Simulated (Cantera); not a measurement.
An isothermal, constant-pressure homogeneous reactor starts with 3.11 % C3H8, 96.4 % H2, 0.498 % H2O, at 1525 K and 0.00390 bar.

Computed with Cantera and GRI-Mech 3.0 (53 species, 325 reactions). GRI-Mech 3.0 was tuned for natural gas; its chemistry of propane as a main component is partial and can be far from experiment. GRI-Mech 3.0 stops at C3 and has no aromatics, soot or wall deposition, so with more carbon than oxygen in the feed, carbon stays in small species such as C2H2 where larger ones or solid carbon would form. Radical loss at walls, strong at low pressure, is not modelled.

x: mole fraction; the columns are a selection and need not sum to one.

```json
[
 {"t (s)": "6.00e-5", "x C3H8": "0.0307", "x H2": "0.964", "x H": "7.52e-5", "x C2H2": "1.66e-9", "x C2H4": "7.66e-5", "x CH3": "0.000296", "x CH4": "3.48e-5"},
 {"t (s)": "0.000149", "x C3H8": "0.0300", "x H2": "0.963", "x H": "0.000258", "x C2H2": "7.59e-8", "x C2H4": "0.000501", "x CH3": "0.000826", "x CH4": "0.000225"},
 {"t (s)": "0.000369", "x C3H8": "0.0274", "x H2": "0.960", "x H": "0.000657", "x C2H2": "3.78e-6", "x C2H4": "0.00262", "x CH3": "0.00246", "x CH4": "0.00162"},
 {"t (s)": "0.000915", "x C3H8": "0.0177", "x H2": "0.949", "x H": "0.00174", "x C2H2": "0.000133", "x C2H4": "0.0108", "x CH3": "0.00538", "x CH4": "0.00996"},
 {"t (s)": "0.00227", "x C3H8": "0.00148", "x H2": "0.930", "x H": "0.00412", "x C2H2": "0.00297", "x C2H4": "0.0224", "x CH3": "0.00431", "x CH4": "0.0296"},
 {"t (s)": "0.00563", "x C3H8": "2.70e-6", "x H2": "0.930", "x H": "0.00246", "x C2H2": "0.0106", "x C2H4": "0.0163", "x CH3": "0.00185", "x CH4": "0.0336"},
 {"t (s)": "0.0140", "x C3H8": "3.66e-9", "x H2": "0.932", "x H": "0.00127", "x C2H2": "0.0166", "x C2H4": "0.0104", "x CH3": "0.000951", "x CH4": "0.0341"},
 {"t (s)": "0.0346", "x C3H8": "(withheld)", "x H2": "0.933", "x H": "(withheld)", "x C2H2": "(withheld)", "x C2H4": "(withheld)", "x CH3": "(withheld)", "x CH4": "0.0342"},
 {"t (s)": "0.0859", "x C3H8": "3.91e-10", "x H2": "0.933", "x H": "0.000462", "x C2H2": "0.0245", "x C2H4": "0.00244", "x CH3": "0.000341", "x CH4": "0.0341"},
 {"t (s)": "0.213", "x C3H8": "1.86e-10", "x H2": "0.934", "x H": "0.000346", "x C2H2": "0.0265", "x C2H4": "0.000596", "x CH3": "0.000254", "x CH4": "0.0339"},
 {"t (s)": "0.529", "x C3H8": "1.25e-10", "x H2": "0.934", "x H": "0.000300", "x C2H2": "0.0271", "x C2H4": "0.000105", "x CH3": "0.000218", "x CH4": "0.0335"},
 {"t (s)": "1.31", "x C3H8": "9.63e-11", "x H2": "0.935", "x H": "0.000278", "x C2H2": "0.0275", "x C2H4": "7.55e-5", "x CH3": "0.000196", "x CH4": "0.0327"},
 {"t (s)": "3.25", "x C3H8": "7.85e-11", "x H2": "0.935", "x H": "0.000273", "x C2H2": "0.0283", "x C2H4": "6.97e-5", "x CH3": "0.000183", "x CH4": "0.0310"},
 {"t (s)": "8.06", "x C3H8": "5.74e-11", "x H2": "0.937", "x H": "0.000280", "x C2H2": "0.0300", "x C2H4": "6.17e-5", "x CH3": "0.000166", "x CH4": "0.0274"},
 {"t (s)": "20.0", "x C3H8": "2.91e-11", "x H2": "0.941", "x H": "0.000295", "x C2H2": "0.0329", "x C2H4": "4.99e-5", "x CH3": "0.000133", "x CH4": "0.0210"}
]
```

### Question
Complete the blanks.

### Answer

- 0.0346, x C3H8: 1.07e-9
- 0.0346, x H: 0.000722
- 0.0346, x C2H2: 0.0212
- 0.0346, x C2H4: 0.00578
- 0.0346, x CH3: 0.000537
